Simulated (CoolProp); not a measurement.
R227EA along the isobar 2190 kPa: Z from the reference equation and from simpler models built on Tc = 101.8 °C, pc = 2925 kPa, ω = 0.358; each cubic takes its own stable root.

Model: reference Helmholtz-energy equation of state, Lemmon 2016, in CoolProp.

| T (°C) | phase | reference |
|---|---|---|
| 79.15 | liquid | 0.1154 |
| 98.05 | gas | 0.6432 |
| 107.45 | gas | 0.6945 |
| 116.95 | gas | 0.7332 |
| 126.35 | gas | 0.7636 |
| 135.85 | gas | 0.7890 |
| 145.25 | gas | 0.8102 |
| 154.65 | gas | 0.8285 |
| 164.15 | gas | 0.8446 |
| 173.55 | gas | 0.8586 |
| 182.95 | gas | 0.8710 |
| 192.45 | gas | 0.8823 |
| 201.85 | gas | 0.8922 |

Task: How far does each simpler model (van der Waals, Redlich-Kwong, Soave-Redlich-Kwong) lie from the reference over these 13 states: mean and median of the absolute difference, and the worst?

Result: 
- van der Waals: mean 35.1 %, median 2.4 %, worst +426.1 % at 79.15 °C and 2190 kPa
- Redlich-Kwong: mean 4.0 %, median 2.2 %, worst +28.9 % at 79.15 °C and 2190 kPa
- Soave-Redlich-Kwong: mean 2.3 %, median 0.8 %, worst +19.8 % at 79.15 °C and 2190 kPa

At some of these states van der Waals gives the other phase, because its saturation line lies elsewhere.
